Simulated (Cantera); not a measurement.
What does this Cantera script print?

```python
import numpy as np
import cantera as ct

gas_names = """
    C CN CO CO2 C2 CCN CNC C2N2 C2O C3 C3O2 C4 C4N2 C5 Cu CuO Cu2 N NCO NO NO2 NO3 N2 N2O O O2 O3
""".split()
cond_names = """
    C(gr) Cu(cr) Cu(L) CuO(s) Cu2O(s) Cu2O(L)
""".split()


# ... load() reads the species with a 1 bar reference pressure and builds the phases ...
atoms = {
    'Cu2O': {'Cu': 2, 'O': 1},
    'C': {'C': 1},
    'N2': {'N': 2},
}
top_T = {'C(gr)': 4500, 'CuO(s)': 1390}  # K; cautious upper limits of use, not melting points


# ... equilibrate(T, P, feed) seeds the gas with the atoms and calls Mixture.equilibrate('TP', solver="vcs", rtol=1e-11, max_steps=5000) ...
results = []
feed = {'Cu2O': 1, 'C': 4.1, 'N2': 0.19}  # mol
P = 550000  # Pa
for T in [1000, 1150, 1300, 1450, 1600, 1750, 1900, 2050, 2200, 2350]:
    mix = equilibrate(T, P, feed)
    results.append((T, P, feed, dict(zip(mix.species_names, mix.species_moles))))
    x = sorted(zip(gas.X, gas.species_names), reverse=True)
    print(f"T = {T:g} K  P = {P:g} Pa  gas = {mix.phase_moles(0):.4g} mol")
    print("   x: " + "  ".join(f"{s} {v:.3e}" for v, s in x if v > 0.0001))
    print("   condensed (mol): " + ("  ".join(f"{mix.phase(i).name} {mix.phase_moles(i):.4g}"
          for i in range(1, mix.n_phases) if mix.phase_moles(i) > 1e-12) or "none"))
```

Result:

```
T = 1000 K  P = 550000 Pa  gas = 0.8431 mol
   x: CO2 4.115e-01  CO 3.632e-01  N2 2.254e-01
   condensed (mol): C(gr) 3.447  Cu(cr) 2
T = 1150 K  P = 550000 Pa  gas = 1.072 mol
   x: CO 7.126e-01  N2 1.773e-01  CO2 1.102e-01
   condensed (mol): C(gr) 3.218  Cu(cr) 2
T = 1300 K  P = 550000 Pa  gas = 1.168 mol
   x: CO 8.182e-01  N2 1.627e-01  CO2 1.905e-02
   condensed (mol): C(gr) 3.122  Cu(cr) 2
T = 1450 K  P = 550000 Pa  gas = 1.185 mol
   x: CO 8.357e-01  N2 1.603e-01  CO2 4.029e-03
   condensed (mol): C(gr) 3.105  Cu(L) 2
T = 1600 K  P = 550000 Pa  gas = 1.189 mol
   x: CO 8.390e-01  N2 1.598e-01  CO2 1.126e-03
   condensed (mol): C(gr) 3.101  Cu(L) 2
T = 1750 K  P = 550000 Pa  gas = 1.19 mol
   x: CO 8.398e-01  N2 1.597e-01  CO2 3.944e-04
   condensed (mol): C(gr) 3.1  Cu(L) 2
T = 1900 K  P = 550000 Pa  gas = 1.19 mol
   x: CO 8.399e-01  N2 1.596e-01  Cu 2.938e-04  CO2 1.644e-04
   condensed (mol): C(gr) 3.1  Cu(L) 2
T = 2050 K  P = 550000 Pa  gas = 1.191 mol
   x: CO 8.392e-01  N2 1.595e-01  Cu 1.231e-03
   condensed (mol): C(gr) 3.1  Cu(L) 1.999
T = 2200 K  P = 550000 Pa  gas = 1.195 mol
   x: CO 8.367e-01  N2 1.590e-01  Cu 4.218e-03
   condensed (mol): C(gr) 3.1  Cu(L) 1.995
T = 2350 K  P = 550000 Pa  gas = 1.205 mol
   x: CO 8.299e-01  N2 1.577e-01  Cu 1.228e-02  Cu2 1.368e-04
   condensed (mol): C(gr) 3.1  Cu(L) 1.985
```

These are equilibrium values from Cantera (NASA tables, ideal gas, pure condensed phases), not measurements of a reactor.
